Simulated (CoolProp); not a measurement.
Propylene glycol at several states: density (kg/m³) from the reference equation and from simpler models built on Tc = 674.0 K, pc = 7.292 MPa, ω = 0.327; each cubic takes its own stable root.

Model: reference Helmholtz-energy equation of state, Eisenbach 2021, in CoolProp.

| T (K) | p (MPa) | phase | reference |
|---|---|---|---|
| 267.5 | 0.661 | liquid | 1056 |
| 515.4 | 0.0201 | gas | 0.3578 |
| 484.8 | 1.34 | liquid | 869.0 |
| 273.2 | 2.92 | liquid | 1053 |
| 487.9 | 0.608 | liquid | 864.7 |

How far does each simpler model (Redlich-Kwong, Soave-Redlich-Kwong) lie from the reference over these 5 states: mean and median of the absolute difference, and the worst?


- Redlich-Kwong: mean 22.6 %, median 3.4 %, worst -98.6 % at 487.9 K and 0.608 MPa
- Soave-Redlich-Kwong: mean 1.6 %, median 1.6 %, worst -2.5 % at 487.9 K and 0.608 MPa

At some of these states Redlich-Kwong gives the other phase, because its saturation line lies elsewhere.
